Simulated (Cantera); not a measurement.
A freely propagating, adiabatic, planar premixed flame of 13.4 % CH3OH, 18.2 % O2, 68.5 % N2, equivalence ratio 1.1, unburnt at 323 K and 101000 Pa; mixture-averaged transport, grid criteria slope 0.08 and curve 0.16, no radiation.

Detailed kinetics in Cantera: GRI-Mech 3.0 (53 species, 325 reactions). GRI-Mech 3.0 was tuned for natural gas; its chemistry of methanol as a main component is partial and can be far from experiment. Burning velocities carry a grid error of a few per cent, more on coarse grids.

Task: Predict: laminar burning velocity; thermal thickness; peak x(H2O2); peak x(CH4); peak x(HCN).

Result: 
```json
{
  "laminar_burning_velocity": "54.3 cm/s",
  "thermal_thickness": "0.300 mm",
  "peak x(H2O2)": "0.00150",
  "peak x(CH4)": "0.000159",
  "peak x(HCN)": "2.35e-7"
}
```
